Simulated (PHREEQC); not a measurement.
A column of 0.2 m (40 cells, dispersivity 0.007 m, 3600 s a shift, diffusion coefficient 3e-10 m²/s) holds 0.0058 eq of the database's cation exchanger X per kg of pore water, first in equilibrium with 0.68 mmol/kgw MgSO4, 96 mmol/kgw KCl and 0.01 mmol/kgw HCl. It is flushed with 0.00035 mol KBr, 0.0014 mol CdCl2, 0.0028 mol KCl and 1e-05 mol HCl per kg of water, at 25 °C. Values are for the last cell. The system is closed to CO2. Nothing may precipitate in this run.

Equilibrium calculation in PHREEQC: ion-association model, phreeqc.dat.

| pore volumes | Cd in solution (mol/kgw) | Br in solution (mol/kgw) | S in solution (mol/kgw) | Mg in solution (mol/kgw) | K in solution (mol/kgw) | CdX2 on the exchanger (mol/kgw) |
|---|---|---|---|---|---|---|
| 0 | 0 | 0 | 0.000680 | 0.000680 | 0.0960 | 0 |
| 0.2625 | 1.11e-11 | ___ | 0.000680 | 0.000680 | 0.0960 | 1.65e-13 |
| 0.3875 | 1.33e-7 | 5.34e-8 | 0.000680 | 0.000680 | 0.0960 | 1.97e-9 |
| 0.6375 | 4.37e-5 | 2.02e-5 | 0.000641 | 0.000628 | 0.0907 | 7.52e-7 |
| 0.7625 | 0.000110 | 6.56e-5 | ___ | ___ | 0.0790 | 2.73e-6 |
| 1.012 | ___ | 0.000200 | 0.000291 | 0.000224 | 0.0444 | 1.47e-5 |
| 1.262 | 4.44e-5 | 0.000295 | 0.000106 | 5.90e-5 | 0.0201 | 3.45e-5 |
| 1.387 | 2.12e-5 | 0.000320 | 5.85e-5 | 2.93e-5 | 0.0137 | 4.08e-5 |
| 1.637 | 6.91e-6 | 0.000342 | 1.55e-5 | 1.05e-5 | 0.00800 | 4.66e-5 |
| 1.762 | 5.18e-6 | 0.000346 | 7.64e-6 | 7.99e-6 | 0.00695 | 4.82e-5 |
| 2.013 | 4.18e-6 | 0.000349 | 1.72e-6 | 6.40e-6 | 0.00616 | 5.10e-5 |
| 2.263 | 4.87e-6 | 0.000350 | 3.64e-7 | 6.57e-6 | 0.00598 | 6.28e-5 |
| 2.388 | 1.70e-5 | 0.000350 | 1.65e-7 | 1.11e-5 | 0.00592 | 0.000196 |
| 2.638 | ___ | 0.000350 | 3.27e-8 | 8.24e-5 | ___ | 0.00168 |
| 2.763 | 0.000899 | 0.000350 | 1.44e-8 | 8.44e-5 | 0.00399 | ___ |
| 3.013 | 0.00121 | 0.000350 | 2.76e-9 | 6.01e-5 | 0.00342 | 0.00221 |
| 3.263 | 0.00132 | 0.000350 | 5.18e-10 | 3.78e-5 | 0.00324 | 0.00230 |
| 3.388 | ___ | 0.000350 | 2.23e-10 | 2.96e-5 | 0.00320 | 0.00232 |
| 3.638 | 0.00137 | 0.000350 | 4.12e-11 | 1.79e-5 | 0.00317 | 0.00235 |
| 3.763 | 0.00138 | 0.000350 | 1.76e-11 | 1.38e-5 | 0.00316 | 0.00236 |
| 4.013 | 0.00139 | 0.000350 | 3.21e-12 | 8.25e-6 | 0.00315 | 0.00237 |

Some entries are withheld; supply them.


- 0.2625, Br in solution (mol/kgw): 6.10e-12
- 0.7625, S in solution (mol/kgw): 0.000553
- 0.7625, Mg in solution (mol/kgw): 0.000519
- 1.012, Cd in solution (mol/kgw): 0.000134
- 2.638, Cd in solution (mol/kgw): 0.000584
- 2.638, K in solution (mol/kgw): 0.00462
- 2.763, CdX2 on the exchanger (mol/kgw): 0.00198
- 3.388, Cd in solution (mol/kgw): 0.00134

Species that the database lacks are ignored.
